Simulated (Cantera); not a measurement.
**Adiabatic ignition**

An adiabatic, constant-volume homogeneous reactor starts with C₃H₈ : O₂ : N₂ = 1 : 2.5 : 7.2 (molar parts), at 1250 K and 1.80 bar.

Detailed kinetics in Cantera: GRI-Mech 3.0 (53 species, 325 reactions). GRI-Mech 3.0 was tuned for natural gas; its chemistry of propane as a main component is partial and can be far from experiment.

| t (s) | T (K) | P (bar) | x C₃H₈ | x O₂ | x NO | x CH₃ | x C₂H₄ |
|---|---|---|---|---|---|---|---|
| 9.00e-6 | 1250 | 1.80 | 0.0934 | 0.234 | <1e-12 | 2.21e-5 | 2.26e-5 |
| 1.84e-5 | 1250 | 1.80 | 0.0934 | 0.234 | <1e-12 | 4.77e-5 | 6.11e-5 |
| 3.76e-5 | 1249 | 1.80 | 0.0932 | 0.234 | <1e-12 | 0.000100 | 0.000191 |
| 7.69e-5 | 1249 | 1.80 | 0.0928 | 0.233 | <1e-12 | 0.000150 | 0.000578 |
| 0.000157 | 1250 | 1.80 | 0.0919 | 0.233 | <1e-12 | 0.000158 | 0.00143 |
| 0.000321 | 1250 | 1.81 | 0.0898 | 0.232 | <1e-12 | 0.000162 | 0.00331 |
| 0.000656 | 1254 | 1.82 | 0.0848 | 0.229 | <1e-12 | 0.000177 | 0.00791 |
| 0.00134 | 1309 | 1.96 | 0.0590 | 0.209 | 1.12e-12 | 0.000417 | 0.0303 |
| 0.00274 | 2861 | 5.53 | <1e-12 | 7.71e-5 | 0.000614 | 2.96e-10 | <1e-12 |
| 0.00561 | 2861 | 5.53 | <1e-12 | 7.71e-5 | 0.000613 | 2.96e-10 | <1e-12 |
| 0.0115 | 2861 | 5.53 | <1e-12 | 7.71e-5 | 0.000613 | 2.96e-10 | <1e-12 |
| 0.0234 | 2861 | 5.53 | <1e-12 | 7.71e-5 | 0.000613 | 2.96e-10 | <1e-12 |
| 0.0479 | 2861 | 5.53 | <1e-12 | 7.71e-5 | 0.000613 | 2.96e-10 | <1e-12 |
| 0.0978 | 2861 | 5.53 | <1e-12 | 7.71e-5 | 0.000613 | 2.96e-10 | <1e-12 |
| 0.200 | 2861 | 5.53 | <1e-12 | 7.71e-5 | 0.000613 | 2.96e-10 | <1e-12 |
x: mole fraction; the columns are a selection and need not sum to one.

```
Property                                                               Value
---------------------------------  -----------------------------------------
time of steepest temperature rise                                    1.44 ms
temperature at 0.200 s                                                2861 K
equilibrium temperature                                               2861 K
x(C₃H₈) at 0.200 s                     <1e-12 (gas-phase equilibrium <1e-12)
x(O₂) at 0.200 s                     7.71e-5 (gas-phase equilibrium 7.71e-5)
x(NO) at 0.200 s                   0.000613 (gas-phase equilibrium 0.000613)
```
